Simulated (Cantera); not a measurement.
Cantera run:

```python
import numpy as np
import cantera as ct

gas_names = """
    H H2 N NH NH2 NH3 N2 N2H2 N2H4 Si SiH SiH2 SiH3 SiH4 SiN Si2 Si2N Si3
""".split()
cond_names = """
    Si(cr) Si(L) Si3N4(a)
""".split()


# ... load() reads the species with a 1 bar reference pressure and builds the phases ...
atoms = {
    'SiH4': {'Si': 1, 'H': 4},
    'N2': {'N': 2},
}
top_T = {'Si3N4(a)': 2400}  # K; cautious upper limits of use, not melting points


# ... equilibrate(T, P, feed) seeds the gas with the atoms and calls Mixture.equilibrate('TP', solver="vcs", rtol=1e-11, max_steps=5000) ...
results = []
T = 850  # K
P = 133.322  # Pa
for m in [0.34, 0.5, 0.74, 1.1, 1.6, 2.3, 3.4, 4.9, 7.2, 11, 15]:
    feed = {'SiH4': 1, 'N2': m}  # mol
    mix = equilibrate(T, P, feed)
    results.append((T, P, feed, dict(zip(mix.species_names, mix.species_moles))))

top = {s: max(r[3][s] / sum(r[3][g] for g in gas_names) for r in results) for s in gas_names}
cols = sorted((s for s in top if top[s] > 1e-05), key=lambda s: -top[s])[:6]
seen = [c for c in cond_names if any(r[3].get(c, 0) > 1e-12 for r in results)]
print("log10 of partial pressures in bar; condensed amounts in mol")
print(f"{'n(N2)':>10s}" + "".join(f"{s[:9]:>10s}" for s in cols + seen))
for T, P, feed, n in results:
    ng = sum(n[g] for g in gas_names)
    print(f"{feed['N2']:10.4g}" + "".join(f"{np.log10(max(n[s] / ng * P / 1e5, 1e-99)):10.3f}" for s in cols)
          + "".join(f"{n.get(c, 0):10.4g}" for c in seen))
```

Result:

```
log10 of partial pressures in bar; condensed amounts in mol
     n(N2)        H2        N2    Si(cr)  Si3N4(a)
      0.34    -2.875   -14.230      0.49      0.17
       0.5    -2.875   -14.230      0.25      0.25
      0.74    -2.891    -4.326         0    0.3333
       1.1    -2.960    -3.624         0    0.3333
       1.6    -3.041    -3.372         0    0.3333
       2.3    -3.134    -3.222         0    0.3333
       3.4    -3.249    -3.114         0    0.3333
       4.9    -3.369    -3.043         0    0.3333
       7.2    -3.505    -2.991         0    0.3333
        11    -3.665    -2.952         0    0.3333
        15    -3.787    -2.932         0    0.3333
```

These are equilibrium values from Cantera (NASA tables, ideal gas, pure condensed phases), not measurements of a reactor. N2 is the only nitrogen source here; it is nearly inert below about 1500 K, so the nitride shown seldom forms there in practice.
